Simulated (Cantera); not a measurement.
Charge: 1 mol Fe2O3, 1 mol CH4, 5.8 mol N2, equilibrated at 923 K and 64.5 Torr.

Equilibrium computed with Cantera from the NASA thermochemical tables; the gas is ideal and each condensed phase is pure. The tables' stoichiometric FeO is somewhat more stable than real wüstite, so its field is too wide. FeO: taken at fixed stoichiometry. Kinetics and transport are ignored.

| species | before | after |
|---|---|---|
| N2 | 0.659 | 0.659 |
| H2 | 0.198 | 0.167 |
| CO | 0.0877 | 0.0966 |
| H2O | 0.0287 | 0.0605 |
| CO2 | 0.0259 | 0.0170 |
| CH4 | 6.33e-5 | 1.29e-9 |
| Fe(α), mol | 0.481 | 0 |
| FeO(s), mol | 1.52 | 1.32 |
| Fe(γ), mol | 0 | 0.682 |
Gas species are given as mole fractions.

Question: Which change was made?
(A) temperature from 923 K to 2348 K
(B) CH4 from 1 to 3.3 mol
(C) temperature from 923 K to 2425 K
(D) temperature from 923 K to 1373 K

Answer: D, temperature from 923 K to 1373 K. Mutual solubility and eutectic melting of coexisting phases are not modelled
